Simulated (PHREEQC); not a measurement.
HF is added in steps, without added water, to 1 kg of water holding 0.0087 mol/kgw NH4Cl, 0.00011 mol/kgw Na2HPO4 and 0.0061 mol/kgw KCl, at 20 °C. Oxygen is held at 0.21 atm. No CO2 enters from the air. The run lets Halite, Sylvite precipitate or redissolve, and no other solid.

Base run: PHREEQC, ion-association model, phreeqc.dat. Each further column changes one thing. The table gives HPO4-2 (mol/kgw).

```
HF added (mol)     base  diluted 100-fold with water  temperature from 20 to 90 °C  NH4Cl from 0.0087 to 0.00087 mol/kgw  no solid may form
--------------  -------  ---------------------------  ----------------------------  ------------------------------------  -----------------
0               6.27e-5                      5.40e-7                       7.61e-6                               9.02e-5            6.27e-5
0.0002175       1.19e-7                     4.01e-10                       2.43e-7                               1.07e-7            1.19e-7
0.000435        4.40e-8                     2.27e-10                             …                               3.95e-8            4.40e-8
0.0006525       2.86e-8                     1.66e-10                             …                                     …            2.86e-8
0.00087         2.18e-8                     1.34e-10                       5.25e-8                               1.96e-8            2.18e-8
0.001087        1.78e-8                     1.14e-10                             …                               1.61e-8            1.78e-8
0.001305        1.53e-8                     1.00e-10                       3.80e-8                                     …            1.53e-8
0.001595        1.30e-8                     8.71e-11                       3.27e-8                               1.17e-8            1.30e-8
0.001813        1.17e-8                     7.97e-11                       2.97e-8                               1.06e-8            1.17e-8
0.00203         1.07e-8                     7.37e-11                       2.73e-8                               9.70e-9            1.07e-8
0.002247        9.89e-9                     6.88e-11                       2.54e-8                               8.97e-9            9.89e-9
0.002465        9.21e-9                     6.46e-11                       2.38e-8                               8.36e-9            9.21e-9
0.002682        8.64e-9                     6.10e-11                       2.24e-8                               7.84e-9            8.64e-9
0.0029          8.15e-9                     5.79e-11                       2.12e-8                                     …            8.15e-9
```

Question: What belongs in the gaps?

Answer: 
- 0.000435, temperature from 20 to 90 °C: 9.95e-8
- 0.0006525, temperature from 20 to 90 °C: 6.73e-8
- 0.0006525, NH4Cl from 0.0087 to 0.00087 mol/kgw: 2.57e-8
- 0.001087, temperature from 20 to 90 °C: 4.38e-8
- 0.001305, NH4Cl from 0.0087 to 0.00087 mol/kgw: 1.38e-8
- 0.0029, NH4Cl from 0.0087 to 0.00087 mol/kgw: 7.40e-9

 Away from 25 °C the constants follow the database's enthalpies or fits; those with neither stay at their 25 °C values.
